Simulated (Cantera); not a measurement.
What does this Cantera script print?

```python
import numpy as np
import cantera as ct

gas = ct.Solution("gri30.yaml")


def delay(T, t_max=10):
    gas.TPX = T, 500000, {'H2': 1, 'O2': 0.238, 'N2': 0.895, 'NO': 0.0052}
    reactor = ct.IdealGasConstPressureReactor(gas, clone=False)
    net = ct.ReactorNet([reactor])
    net.rtol, net.atol = 1e-8, 1e-16
    while net.time < t_max:
        t_old, T_old = net.time, reactor.T
        net.step()
        if reactor.T > T + 400:  # ignition: a rise of 400 K
            return t_old + (T + 400 - T_old) / (reactor.T - T_old) * (net.time - t_old)
    return np.nan


taus = []
for T in [1150, 1225, 1300, 1375, 1450, 1525, 1600, 1675, 1750]:
    taus.append(delay(T))
    print(f"T0 = {T:6g} K   tau = {taus[-1]:.4e} s")
```

Output:

```
T0 =   1150 K   tau = 2.4217e-05 s
T0 =   1225 K   tau = 1.2156e-05 s
T0 =   1300 K   tau = 7.3250e-06 s
T0 =   1375 K   tau = 4.9912e-06 s
T0 =   1450 K   tau = 3.6808e-06 s
T0 =   1525 K   tau = 2.8702e-06 s
T0 =   1600 K   tau = 2.3391e-06 s
T0 =   1675 K   tau = 1.9809e-06 s
T0 =   1750 K   tau = 1.7381e-06 s
```

Computed with Cantera and GRI-Mech 3.0 (53 species, 325 reactions). The hydrogen kinetics of GRI-Mech 3.0 are dated; newer H2 mechanisms differ, most at raised pressure. The mechanism lacks 2 NO + O2 → 2 NO2 and HONO, so NO2 and the effect of NO are under-described below about 1400 K. Where the delays flatten at high temperature, the 400 K rule measures the pace of heat release, not the induction time.
